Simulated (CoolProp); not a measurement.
Model: reference Helmholtz-energy equation of state, Gao 2016, in CoolProp.

Task: For sulfur dioxide, give the phase and the speed of sound (m/s), Joule-Thomson coefficient (K/MPa) at 282 K and 5.28 MPa; 386.1 K and 5.28 MPa.

Result: 
- 282 K and 5.28 MPa: liquid; speed of sound 973, Joule-Thomson coefficient -0.247
- 386.1 K and 5.28 MPa: liquid; speed of sound 483, Joule-Thomson coefficient 0.453
